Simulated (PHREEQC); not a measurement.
Consider water at 25 °C with 0.086 mol NH4HF2, 7.4e-05 mol H2SiF6 and 0.00061 mol H2SO4 per kg of water. Closed to the air; pH follows from the charge balance.

Model: ion-association model, phreeqc.dat, run in PHREEQC.

| quantity | before | after |
|---|---|---|
| pH | 3.05 | 3.29 |
| ionic strength (mol/kgw) | 0.0874 | 0.0870 |
| HF (mol/kgw) | 0.0685 | 0.0673 |
| F- (mol/kgw) | 0.0679 | 0.0659 |
| HF2- (mol/kgw) | 0.0178 | 0.0194 |
| SO4-2 (mol/kgw) | 0.000419 | 0.000423 |

Task: What was changed between the two runs?
(A) 0.0061 mol/kgw NH3 added
(B) H2SiF6 replaced by HBF4 at the same molality
(C) temperature from 25 to 55 °C
(D) temperature from 25 to 30 °C
(E) diluted 10-fold with water

Result: C, temperature from 25 to 55 °C

No solid was allowed to form. Constants without temperature data keep their 25 °C values here. SiF6-2 is the database's only silicon fluoride.
